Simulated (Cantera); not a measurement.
# C₃H₆ + NH₃ + H₂ + O₂ (carbon deposition, reforming and gasification)

Feed: 1 mol C₃H₆, 0.052 mol NH₃, 2.9 mol H₂, 0.055 mol O₂, at 1.00 bar.

Equilibrium computed with Cantera from the NASA thermochemical tables; the gas is ideal and each condensed phase is pure. Candidate condensed phases: C, C₆H₆, C₇H₈, C₈H₁₈, H₂O; 136 gas species. Rates play no part.

From 1327 °C to 2727 °C the condensed part is C(graphite). The main C-bearing gas is CO at 1327 °C and C₂H₂ (acetylene) at 2727 °C.

```tsv
T (°C)	x H₂	x H	x C₂H₂ (acetylene)	x CO	x HCN	n C(graphite)
1327	0.976	5.37e-5	2.68e-5	0.0180	0.000131	2.88
1527	0.976	0.000354	0.000171	0.0180	0.000386	2.88
1727	0.975	0.00161	0.000749	0.0180	0.000895	2.87
1927	0.969	0.00554	0.00248	0.0179	0.00171	2.85
2127	0.954	0.0155	0.00665	0.0179	0.00277	2.79
2327	0.924	0.0369	0.0150	0.0177	0.00386	2.67
2527	0.869	0.0763	0.0290	0.0173	0.00471	2.47
2727	0.784	0.140	0.0488	0.0167	0.00514	2.14
```
x: gas mole fraction; n: condensed amount in mol.
